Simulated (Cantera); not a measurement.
Charge: 1 mol B2O3, 2.4 mol H2, 4.2 mol N2, equilibrated at 1500 Pa.

Equilibrium computed with Cantera from the NASA thermochemical tables; the gas is ideal and each condensed phase is pure. Candidate condensed phases: B, BN, B2O3, B3O3H3, H2O; 39 gas species. N2 is the only nitrogen source here; it is nearly inert below about 1500 K, so the nitride shown seldom forms there in practice. Mutual solubility and eutectic melting of coexisting phases are not modelled. The numbers say what is thermodynamically allowed, not how fast it happens.

Question: Which condensed phases are stable at each of these points (T (°C)): 852, 952, 1052, 1152, 1252, 1352, 1452, 1552, 1652, 1752, 1852?

Answer: 
```json
[
 {"T (°C)": "852", "condensed phases": "BN(s) + B2O3(l)", "B condensed (%)": "100.0"},
 {"T (°C)": "952", "condensed phases": "BN(s) + B2O3(l)", "B condensed (%)": "99.9"},
 {"T (°C)": "1052", "condensed phases": "BN(s) + B2O3(l)", "B condensed (%)": "99.7"},
 {"T (°C)": "1152", "condensed phases": "BN(s) + B2O3(l)", "B condensed (%)": "98.8"},
 {"T (°C)": "1252", "condensed phases": "BN(s) + B2O3(l)", "B condensed (%)": "95.6"},
 {"T (°C)": "1352", "condensed phases": "BN(s) + B2O3(l)", "B condensed (%)": "81.4"},
 {"T (°C)": "1452", "condensed phases": "B2O3(l)", "B condensed (%)": "18.5"},
 {"T (°C)": "1552", "condensed phases": "gas only", "B condensed (%)": "0.0"},
 {"T (°C)": "1652", "condensed phases": "gas only", "B condensed (%)": "0.0"},
 {"T (°C)": "1752", "condensed phases": "gas only", "B condensed (%)": "0.0"},
 {"T (°C)": "1852", "condensed phases": "gas only", "B condensed (%)": "0.0"}
]
```

From 852 °C to 1352 °C the condensed part is BN(s) + B2O3(l). At 1452 °C the condensed part is B2O3(l). From 1552 °C to 1852 °C nothing is condensed.
